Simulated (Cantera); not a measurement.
Mixture: CH4 : O2 : N2 : H2O = 1 : 2 : 13.2 : 0.64 (molar parts), at 4050 Torr, adiabatic and at constant volume. Ignition delay is the time to a rise of 400 K.

Computed with Cantera and GRI-Mech 3.0 (53 species, 325 reactions).

Problem. Predict: delay at 1048 K; delay at 1148 K; delay at 1248 K; delay at 1348 K; delay at 1448 K; apparent activation energy between 1348 and 1448 K.

Solution. 
```json
{
  "delay at 1048 K": "0.120 s",
  "delay at 1148 K": "30.0 ms",
  "delay at 1248 K": "8.70 ms",
  "delay at 1348 K": "2.77 ms",
  "delay at 1448 K": "0.942 ms",
  "apparent activation energy between 1348 and 1448 K": "180 kJ/mol"
}
```
